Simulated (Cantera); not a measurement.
An isothermal, constant-pressure homogeneous reactor starts with NH3 : H2 = 1 : 2.1 (molar parts), at 2175 K and 6000 Pa.

Cantera simulation using the gas-phase N/H chemistry of the illustrative SiF4/NH3 mechanism in the Surface Chemkin manual (1991); the numbers are that mechanism's predictions, not measurements. Walls and surfaces, which speed up NH3 decomposition in real reactors, are not modelled.

x: mole fraction; the columns are a selection and need not sum to one.

```csv
t (s),x NH3,x H2,x N2,x N2H2,x NH,x H
0.000500,0.322,0.677,2.57e-5,7.42e-7,(withheld),0.000462
0.00230,0.316,0.680,0.00179,4.24e-6,4.15e-5,0.000916
0.0106,0.289,0.697,0.0121,3.84e-6,4.08e-5,0.000970
0.0486,0.195,0.755,0.0476,2.40e-6,(withheld),0.00119
0.224,0.0390,0.851,0.107,4.04e-7,(withheld),0.00231
1.03,1.39e-5,0.861,0.121,1.24e-11,(withheld),0.0181
4.73,9.97e-7,0.861,0.121,<1e-12,(withheld),0.0186
21.7,2.90e-7,0.861,0.121,<1e-12,(withheld),0.0186
100,2.56e-7,0.861,0.121,<1e-12,(withheld),0.0186
```

Q: What belongs in the gaps?

A: 
- 0.000500, x NH: 1.12e-5
- 0.0486, x NH: 3.64e-5
- 0.224, x NH: 2.24e-5
- 1.03, x NH: 4.88e-7
- 4.73, x NH: 3.70e-8
- 21.7, x NH: 1.08e-8
- 100, x NH: 9.50e-9
